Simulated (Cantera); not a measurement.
What does this Cantera script print?

```python
import numpy as np
import cantera as ct

surf = ct.Interface("diamond.yaml", "diamond_100")
gas, bulk = surf.adjacent["gas"], surf.adjacent["diamond"]
k = surf.kinetics_species_index(bulk.species_names[0])
cover = ["c6HH", "c6H*", "c6*H", "c6**", "c6HM", "c6B"]

rows, drift = [], 0.0
print(f"{'xH':>10s}{'um/h':>11s}" + "".join(f"{s:>11s}" for s in cover))
for v in [0.0001, 0.00024, 0.00059, 0.0014, 0.0035, 0.0086, 0.021, 0.051, 0.12]:
    T, P, xH, xCH3 = 1325, 3300, v, 1.2e-05
    gas.TPX = T, P, {"H": xH, "CH3": xCH3, "CH4": 0.011, "H2": 1 - xH - xCH3 - 0.011}
    surf.TP = bulk.TP = T, P
    surf.coverages = "c6H*:0.1, c6HH:0.9"
    surf.advance_coverages(100.0)
    before = surf.coverages
    surf.advance_coverages(100.0)
    drift = max(drift, np.max(np.abs(surf.coverages - before) / (surf.coverages + 1e-9)))
    rate = surf.net_production_rates[k] * bulk.mean_molecular_weight / bulk.density * 3.6e9
    rows.append([rate, *surf[cover].coverages])
    print(f"{v:10.4g}{rate:11.4e}" + "".join(f"{x:11.3e}" for x in rows[-1][1:]))
```

Result:

```
        xH       um/h       c6HH       c6H*       c6*H       c6**       c6HM        c6B
    0.0001 1.0719e-03  6.733e-01  2.867e-02  2.941e-01  3.902e-03  4.125e-06  2.909e-12
   0.00024 5.6171e-03  5.454e-01  3.941e-02  4.043e-01  1.082e-02  5.979e-06  1.524e-11
   0.00059 1.8891e-02  4.534e-01  4.655e-02  4.775e-01  2.251e-02  7.946e-06  5.126e-11
    0.0014 3.9209e-02  4.043e-01  4.984e-02  5.112e-01  3.455e-02  9.769e-06  1.064e-10
    0.0035 6.2295e-02  3.792e-01  5.126e-02  5.256e-01  4.384e-02  1.113e-05  1.690e-10
    0.0086 8.7162e-02  3.685e-01  5.181e-02  5.309e-01  4.881e-02  1.160e-05  2.365e-10
     0.021 1.2525e-01  3.639e-01  5.210e-02  5.328e-01  5.114e-02  1.119e-05  3.399e-10
     0.051 1.9242e-01  3.620e-01  5.238e-02  5.334e-01  5.220e-02  9.788e-06  5.221e-10
      0.12 2.9162e-01  3.612e-01  5.287e-02  5.331e-01  5.276e-02  7.486e-06  7.913e-10
```

Computed with Cantera and the Harris–Goodwin 1993 mechanism for the reconstructed diamond (100) surface.
